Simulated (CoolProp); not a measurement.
Hexamethyldisiloxane (MM) along the isobar 4.46 MPa: density (kg/m³) from the reference equation and from simpler models built on Tc = 518.7 K, pc = 1.931 MPa, ω = 0.418; each cubic takes its own stable root.

The numbers come from the reference Helmholtz-energy equation of state, Thol 2016 in CoolProp.

```json
[
 {"T (K)": "344.6", "phase": "liquid", "reference": "718.7", "van der Waals": "452.8", "Soave-Redlich-Kwong": "677.4", "Peng-Robinson": "762.9"},
 {"T (K)": "355.4", "phase": "liquid", "reference": "707.3", "van der Waals": "447.6", "Soave-Redlich-Kwong": "667.6", "Peng-Robinson": "752.1"},
 {"T (K)": "366.2", "phase": "liquid", "reference": "695.6", "van der Waals": "442.3", "Soave-Redlich-Kwong": "657.3", "Peng-Robinson": "740.7"},
 {"T (K)": "377.1", "phase": "liquid", "reference": "683.7", "van der Waals": "436.8", "Soave-Redlich-Kwong": "646.4", "Peng-Robinson": "728.6"},
 {"T (K)": "387.9", "phase": "liquid", "reference": "671.6", "van der Waals": "431.2", "Soave-Redlich-Kwong": "635.0", "Peng-Robinson": "716.0"},
 {"T (K)": "398.7", "phase": "liquid", "reference": "659.3", "van der Waals": "425.5", "Soave-Redlich-Kwong": "623.1", "Peng-Robinson": "702.7"},
 {"T (K)": "409.5", "phase": "liquid", "reference": "646.6", "van der Waals": "419.7", "Soave-Redlich-Kwong": "610.6", "Peng-Robinson": "688.5"},
 {"T (K)": "420.4", "phase": "liquid", "reference": "633.5", "van der Waals": "413.7", "Soave-Redlich-Kwong": "597.2", "Peng-Robinson": "673.5"},
 {"T (K)": "431.2", "phase": "liquid", "reference": "620.1", "van der Waals": "407.5", "Soave-Redlich-Kwong": "583.2", "Peng-Robinson": "657.6"},
 {"T (K)": "442", "phase": "liquid", "reference": "606.3", "van der Waals": "401.2", "Soave-Redlich-Kwong": "568.5", "Peng-Robinson": "640.7"},
 {"T (K)": "452.8", "phase": "liquid", "reference": "591.9", "van der Waals": "394.7", "Soave-Redlich-Kwong": "552.9", "Peng-Robinson": "622.8"},
 {"T (K)": "463.7", "phase": "liquid", "reference": "576.7", "van der Waals": "387.9", "Soave-Redlich-Kwong": "536.2", "Peng-Robinson": "603.4"},
 {"T (K)": "474.5", "phase": "liquid", "reference": "561.0", "van der Waals": "381.0", "Soave-Redlich-Kwong": "518.6", "Peng-Robinson": "582.9"},
 {"T (K)": "485.3", "phase": "liquid", "reference": "544.4", "van der Waals": "373.8", "Soave-Redlich-Kwong": "499.8", "Peng-Robinson": "560.9"},
 {"T (K)": "496.1", "phase": "liquid", "reference": "526.8", "van der Waals": "366.4", "Soave-Redlich-Kwong": "479.8", "Peng-Robinson": "537.3"}
]
```
